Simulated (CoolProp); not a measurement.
Sulfur dioxide along the isotherm 458.9 K: Z from the reference equation and from simpler models built on Tc = 430.6 K, pc = 7.887 MPa, ω = 0.256; each cubic takes its own stable root.

Computed with CoolProp (reference Helmholtz-energy equation of state, Gao 2016).

| p (MPa) | phase | reference |
|---|---|---|
| 0.111 | gas | 0.9961 |
| 0.21 | gas | 0.9926 |
| 0.398 | gas | 0.9859 |
| 0.754 | gas | 0.9730 |
| 1.43 | gas | 0.9480 |
| 2.71 | gas | 0.8984 |
| 5.14 | gas | 0.7933 |
| 9.74 | supercritical | 0.5210 |
| 18.5 | supercritical | 0.3714 |
| 35 | supercritical | 0.5851 |

Q: How far does each simpler model (van der Waals, Soave-Redlich-Kwong, Peng-Robinson) lie from the reference over these 10 states: mean and median of the absolute difference, and the worst?

A: 
- van der Waals: mean 8.3 %, median 0.6 %, worst +36.8 % at 458.9 K and 35 MPa
- Soave-Redlich-Kwong: mean 3.8 %, median 0.2 %, worst +18.8 % at 458.9 K and 18.5 MPa
- Peng-Robinson: mean 1.6 %, median 0.8 %, worst +8.4 % at 458.9 K and 18.5 MPa
